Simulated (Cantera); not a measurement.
A freely propagating, adiabatic, planar premixed flame of C3H8 : O2 : N2 = 1 : 4.55 : 17.1 (molar parts), unburnt at 675 K and 2550 Torr; mixture-averaged transport, grid criteria slope 0.08 and curve 0.16, no radiation.

Cantera simulation using GRI-Mech 3.0 (53 species, 325 reactions); the numbers are that mechanism's predictions, not measurements. GRI-Mech 3.0 was tuned for natural gas; its chemistry of propane as a main component is partial and can be far from experiment. Burning velocities carry a grid error of a few per cent, more on coarse grids.

Problem. Predict: laminar burning velocity; thermal thickness; peak x(CO); peak x(HO2); peak x(HCO).

Solution. 
```json
{
 "laminar_burning_velocity": "156 cm/s",
 "thermal_thickness": "0.0869 mm",
 "peak x(CO)": "0.0771",
 "peak x(HO2)": "0.000412",
 "peak x(HCO)": "0.000104"
}
```
